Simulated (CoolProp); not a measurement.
Carbon dioxide along the isotherm -30.15 °C: fugacity coefficient from the reference equation and from simpler models built on Tc = 31.0 °C, pc = 7377 kPa, ω = 0.224; each cubic takes its own stable root.

Computed with CoolProp (reference Helmholtz-energy equation of state, Span 1996).

```tsv
p (kPa)	phase	reference
35	gas	0.9966
56.5	gas	0.9945
91.3	gas	0.9911
148	gas	0.9856
238	gas	0.9769
385	gas	0.9627
622	gas	0.9397
1010	gas	0.9021
1620	liquid	0.7590
2620	liquid	0.4789
4240	liquid	0.3057
6850	liquid	0.1994
11100	liquid	0.1338
```

Question: How far does each simpler model (van der Waals, Redlich-Kwong, Soave-Redlich-Kwong) lie from the reference over these 13 states: mean and median of the absolute difference, and the worst?

Answer: 
- van der Waals: mean 28.2 %, median 1.9 %, worst +98.3 % at -30.15 °C and 11100 kPa
- Redlich-Kwong: mean 8.9 %, median 0.7 %, worst +26.3 % at -30.15 °C and 11100 kPa
- Soave-Redlich-Kwong: mean 0.8 %, median 0.3 %, worst +3.0 % at -30.15 °C and 11100 kPa

At some of these states van der Waals, Redlich-Kwong gives the other phase, because its saturation line lies elsewhere.
